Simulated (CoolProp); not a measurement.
o-xylene along the isotherm 346.85 °C: fugacity coefficient from the reference equation and from simpler models built on Tc = 357.1 °C, pc = 3737 kPa, ω = 0.312; each cubic takes its own stable root.

The numbers come from the reference Helmholtz-energy equation of state, Zhou 2012 in CoolProp.

| p (kPa) | phase | reference | van der Waals | Redlich-Kwong | Soave-Redlich-Kwong | Peng-Robinson |
|---|---|---|---|---|---|---|
| 59.1 | gas | 0.9938 | 0.9951 | 0.9944 | 0.9943 | 0.9937 |
| 95.5 | gas | 0.9899 | 0.9921 | 0.9909 | 0.9908 | 0.9898 |
| 154 | gas | 0.9838 | 0.9873 | 0.9853 | 0.9852 | 0.9836 |
| 249 | gas | 0.9738 | 0.9795 | 0.9763 | 0.9761 | 0.9735 |
| 403 | gas | 0.9578 | 0.9668 | 0.9617 | 0.9614 | 0.9574 |
| 650 | gas | 0.9323 | 0.9465 | 0.9385 | 0.9380 | 0.9316 |
| 1050 | gas | 0.8915 | 0.9137 | 0.9013 | 0.9004 | 0.8907 |
| 1700 | gas | 0.8263 | 0.8603 | 0.8414 | 0.8399 | 0.8255 |
| 2740 | gas | 0.7221 | 0.7733 | 0.7456 | 0.7430 | 0.7231 |
| 4430 | liquid | 0.5197 | 0.5937 | 0.5553 | 0.5478 | 0.5266 |
| 7160 | liquid | 0.3589 | 0.4340 | 0.3931 | 0.3871 | 0.3671 |
| 11600 | liquid | 0.2612 | 0.3417 | 0.2944 | 0.2895 | 0.2692 |
| 18700 | liquid | 0.2073 | 0.3033 | 0.2417 | 0.2374 | 0.2144 |
